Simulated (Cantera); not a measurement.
An isothermal, constant-pressure homogeneous reactor starts with C2H4 : H2 = 1 : 6.1 (molar parts), at 1525 K and 0.247 atm. Integrator tolerance rtol = 1e-08.

Cantera simulation using GRI-Mech 3.0 (53 species, 325 reactions); the numbers are that mechanism's predictions, not measurements. GRI-Mech 3.0 was tuned for natural gas; its chemistry of ethylene as a main component is partial and can be far from experiment. GRI-Mech 3.0 stops at C3 and has no aromatics, soot or wall deposition, so with more carbon than oxygen in the feed, carbon stays in small species such as C2H2 where larger ones or solid carbon would form.

**Question.** What does this change do: temperature 1525 to 1075 K?

**Answer.** 
| quantity | before | after |
|---|---|---|
| x(C2H4) at 100 s | 0.00486 (gas-phase equilibrium 0.00486) | 0.0450 (gas-phase equilibrium 0.000382) |
| x(H2) at 100 s | 0.850 (gas-phase equilibrium 0.850) | 0.742 (gas-phase equilibrium 0.673) |
| x(H) at 100 s | 4.39e-5 (gas-phase equilibrium 4.39e-5) | 3.10e-7 (gas-phase equilibrium 2.42e-8) |
| x(CH4) at 100 s | 0.0410 (gas-phase equilibrium 0.0410) | 0.204 (gas-phase equilibrium 0.327) |
| x(C2H) at 100 s | 1.17e-8 (gas-phase equilibrium 1.17e-8) | <1e-12 (gas-phase equilibrium <1e-12) |
| x(CH3) at 100 s | 4.29e-5 (gas-phase equilibrium 4.29e-5) | 1.55e-6 (gas-phase equilibrium 2.13e-7) |
| x(C2H2) at 100 s | 0.104 (gas-phase equilibrium 0.104) | 0.00235 (gas-phase equilibrium 2.13e-5) |
